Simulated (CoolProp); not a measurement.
Vapour-liquid equilibrium of m-xylene (1) + n-decane (2) at 0.00186 MPa; x and y are mole fractions of (1).

The numbers come from the multi-fluid Helmholtz-energy mixture model, Zhou 2012 and Lemmon 2006; pair parameters Bell 2016 in CoolProp.

| x | bubble temperature, mixture model (°C) | bubble temperature, Raoult's law (°C) | y, mixture model | y, Raoult's law |
|---|---|---|---|---|
| 0.05 | 60.3 | 60.9 | 0.206 | 0.184 |
| 0.2 | 52.7 | 53.7 | 0.555 | 0.533 |
| 0.35 | [?] | 48.3 | 0.727 | 0.721 |
| 0.5 | 43.4 | 44.0 | 0.831 | 0.833 |
| 0.65 | 40.1 | 40.4 | [?] | 0.906 |
| 0.8 | 37.3 | 37.5 | 0.951 | 0.955 |
| 0.95 | 34.9 | 34.9 | [?] | 0.991 |

What belongs in the gaps?


- 0.35, bubble temperature, mixture model (°C): 47.4
- 0.65, y, mixture model: 0.901
- 0.95, y, mixture model: 0.989

The largest gap from Raoult's law is -1.0 K in bubble temperature, at x = 0.2. No azeotrope shows between x = 0.05 and 0.95.

The pair parameters rest on a limited set of measurements; away from them the model extrapolates.
